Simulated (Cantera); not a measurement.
Input (Python, Cantera):

```python
import numpy as np
import cantera as ct

gas = ct.Solution("gri30.yaml")
gas.TPX = 1850, 48000, {'NO': 1, 'N2': 3.4, 'H2O': 0.017}
reactor = ct.IdealGasConstPressureReactor(gas, energy="off", clone=False)
net = ct.ReactorNet([reactor])
net.rtol, net.atol = 1e-08, 1e-18
show = ['NO', 'O', 'O2', 'N2O', 'N2']
times = np.geomspace(4e-06, 2, 14)

steps = ct.SolutionArray(gas, extra=["t"])
rows = []
print(f"{'t/s':>10s}{'T/K':>9s}{'P/Pa':>11s}" + "".join(f"{s:>11s}" for s in show))
for t in times:
    while net.time < t:
        t_next = net.step()
        steps.append(gas.state, t=t_next)
    rows.append([np.interp(t, steps.t, y) for y in (steps.T, steps.P, *steps(*show).X.T)])
    print(f"{t:10.3e}{rows[-1][0]:9.1f}{rows[-1][1]:11.4g}" + "".join(f"{x:11.3e}" for x in rows[-1][2:]))
rate = np.gradient(steps.T, steps.t)
print("integrator steps:", len(steps.t))
if steps.T.max() > steps.T[0] + 200:
    print(f"time of steepest temperature rise: {steps.t[rate.argmax()]:.4e} s")
gas.TPX = 1850, 48000, {'NO': 1, 'N2': 3.4, 'H2O': 0.017}
gas.equilibrate("TP")
print(f"equilibrium (TP): T = {gas.T:.1f} K  " + "  ".join(f"{s} {gas[s].X[0]:.3e}" for s in show))
```

Result:

```
       t/s      T/K       P/Pa         NO          O         O2        N2O         N2
 4.000e-06   1850.0    4.8e+04  2.264e-01  3.449e-08  5.230e-12  3.519e-08  7.698e-01
 1.098e-05   1850.0    4.8e+04  2.264e-01  9.126e-08  3.856e-11  9.643e-08  7.698e-01
 3.012e-05   1850.0    4.8e+04  2.264e-01  2.276e-07  2.756e-10  2.636e-07  7.698e-01
 8.264e-05   1850.0    4.8e+04  2.264e-01  4.937e-07  1.877e-09  7.157e-07  7.698e-01
 2.268e-04   1850.0    4.8e+04  2.264e-01  8.495e-07  1.277e-08  1.908e-06  7.698e-01
 6.223e-04   1850.0    4.8e+04  2.264e-01  1.377e-06  1.086e-07  4.841e-06  7.698e-01
 1.707e-03   1850.0    4.8e+04  2.264e-01  3.220e-06  1.683e-06  1.079e-05  7.698e-01
 4.685e-03   1850.0    4.8e+04  2.263e-01  6.469e-06  2.573e-05  1.769e-05  7.698e-01
 1.286e-02   1850.0    4.8e+04  2.261e-01  6.972e-06  1.084e-04  1.976e-05  7.698e-01
 3.528e-02   1850.0    4.8e+04  2.257e-01  8.646e-06  3.247e-04  1.992e-05  7.701e-01
 9.680e-02   1850.0    4.8e+04  2.244e-01  1.176e-05  9.272e-04  1.993e-05  7.707e-01
 2.656e-01   1850.0    4.8e+04  2.211e-01  1.715e-05  2.596e-03  1.949e-05  7.724e-01
 7.289e-01   1850.0    4.8e+04  2.119e-01  2.614e-05  7.143e-03  1.796e-05  7.770e-01
 2.000e+00   1850.0    4.8e+04  1.884e-01  4.034e-05  1.884e-02  1.415e-05  7.887e-01
integrator steps: 860
equilibrium (TP): T = 1850.0 K  NO 3.788e-03  O 9.337e-05  O2 1.112e-01  N2O 1.584e-07  N2 8.810e-01
```

Computed with Cantera and GRI-Mech 3.0 (53 species, 325 reactions).
